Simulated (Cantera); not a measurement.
A closed system holds: 1 mol MgO, 17 mol HBr, 1.4 mol O₂, equilibrated at 1252 °C.

Cantera equilibrium calculation (NASA polynomials, part measured and part estimated; ideal gas, pure solids and liquids). Candidate condensed phases: Br₂, H₂O, Mg, MgBr₂, MgO, Mg(OH)₂; 20 gas species. The numbers say what is thermodynamically allowed, not how fast it happens.

log p: log10 of the partial pressure in bar; n: condensed amount in mol.

```
P (Pa)  log p HBr  log p Br  log p H₂O  log p H₂  log p Br₂  log p MgBr₂  n MgO(s)
------  ---------  --------  ---------  --------  ---------  -----------  --------
1           -5.62     -5.32      -5.85     -5.94      -9.70        -6.77     0.608
6.80        -4.61     -4.58      -4.95     -5.39      -8.23        -5.66     0.317
46              …         …          …         …          …            …         …
320         -2.82     -3.04      -3.22     -4.90      -5.14        -3.81    0.0359
2200            …         …          …         …          …            …         …
15000       -1.12     -1.53      -1.52     -4.52      -2.12        -2.11    0.0168
100000      -0.28     -0.96      -0.68     -3.96      -0.99        -1.26    0.0168
```

### Question
What belongs in the gaps?

### Answer

- 46, log p HBr: -3.70
- 46, log p Br: -3.84
- 46, log p H₂O: -4.08
- 46, log p H₂: -5.05
- 46, log p Br₂: -6.74
- 46, log p MgBr₂: -4.70
- 46, n MgO(s): 0.114
- 2200, log p HBr: -1.98
- 2200, log p Br: -2.24
- 2200, log p H₂O: -2.37
- 2200, log p H₂: -4.80
- 2200, log p Br₂: -3.54
- 2200, log p MgBr₂: -2.96
- 2200, n MgO(s): 0.0197
